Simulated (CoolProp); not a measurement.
A single-stage vapour-compression cycle with the fluid: evaporating at 252.15 K (dew point), condensing at 294.15 K (bubble point), superheat 10 K, subcooling 0 K, compressor efficiency 0.7, no pressure losses. The same conditions are run with several fluids, on thermodynamics alone (safety and materials aside).

Model: reference Helmholtz-energy equation of state of each fluid (R123: Younglove 1994; vinyl chloride: Thol 2022; R507A: Lemmon 2003; R236EA: Rui 2013; chlorine: Thol 2021; CH3F (R41): Lemmon 2006), in CoolProp. Blends and air are pseudo-pure fits.

```
fluid           cooling COP  pressure ratio  discharge temperature (K)  refrigerating effect (kJ/kg)  volumetric capacity (kJ/m³)
--------------  -----------  --------------  -------------------------  ----------------------------  ---------------------------
R123                   3.66            6.92                      327.1                           154                          ___
vinyl chloride          ___             ___                      361.3                           306                          672
R507A                  3.26            3.81                      319.8                           130                         1940
R236EA                 3.50            6.19                      311.5                           135                          ___
chlorine               3.48            4.01                        ___                           ___                         1420
CH3F (R41)              ___             ___                      361.3                           294                         6010
```

Question: Fill in the missing entries.

Answer: 
- R123, volumetric capacity (kJ/m³): 124
- vinyl chloride, cooling COP: 3.62
- vinyl chloride, pressure ratio: 4.67
- R236EA, volumetric capacity (kJ/m³): 276
- chlorine, discharge temperature (K): 409.1
- chlorine, refrigerating effect (kJ/kg): 244
- CH3F (R41), cooling COP: 2.96
- CH3F (R41), pressure ratio: 3.16
